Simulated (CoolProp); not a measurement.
Vapour-liquid equilibrium of dimethyl carbonate (1) + n-nonane (2) at 323 K; x and y are mole fractions of (1).

Computed with CoolProp (multi-fluid Helmholtz-energy mixture model, Zhou 2011 and Lemmon 2006; pair parameters Bell 2016).

```csv
x,"bubble pressure, mixture model (MPa)","bubble pressure, Raoult's law (MPa)","y, mixture model","y, Raoult's law"
0.05,0.006623,0.003436,0.654,0.336
0.2,0.01588,0.006544,___,0.707
0.35,0.02017,0.009652,0.909,0.838
0.5,0.02144,0.01276,0.918,0.906
0.65,___,0.01587,0.920,0.947
0.8,0.02202,0.01898,___,0.975
0.95,0.02288,0.02208,0.966,0.995
```

### Question
Complete the blanks.

### Answer

- 0.2, y, mixture model: 0.873
- 0.65, bubble pressure, mixture model (MPa): 0.02165
- 0.8, y, mixture model: 0.927

The largest gap from Raoult's law is +142.7 % in bubble pressure, at x = 0.2. No azeotrope shows between x = 0.05 and 0.95.

Pair parameters are fitted to limited data, so mixtures are less certain than the pure fluids. With so large a gap from Raoult's law the liquid may split in two, which this calculation doesn't test in full.
